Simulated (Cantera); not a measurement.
## Transport properties of process gases

Gas mixture: C₃H₈ : C₂H₆ = 0.6 : 0.5 (molar parts), at 101000 Pa, frozen composition.

Cantera's kinetic-theory transport with the Lennard-Jones parameters of GRI-Mech 3.0, ideal gas; thermal conductivity in the multicomponent form. The composition is frozen, though it would react at the higher temperatures.

```csv
T (K),ρ (kg/m³),cp (J/kg/K),μ (µPa s),λ (mW/m/K),Pr,D (cm²/s) OH,D (cm²/s) CH₃,D (cm²/s) N₂
400,1.15,2146,11.5,32.5,0.756,0.324,0.238,0.216
650,0.707,3106,17.4,71.3,0.756,0.757,0.567,0.507
900,0.511,3781,22.3,112,0.754,1.32,0.997,0.885
1150,0.400,4257,26.6,151,0.752,1.99,1.51,1.34
1400,0.328,4600,30.5,187,0.749,2.77,2.11,1.86
1650,0.279,4861,34.1,222,0.748,3.64,2.78,2.45
1900,0.242,5057,37.5,254,0.746,4.60,3.51,3.10
2150,0.214,5202,40.7,284,0.745,5.64,4.32,3.80
```
D: mixture-averaged diffusion coefficient of that species in the mixture.
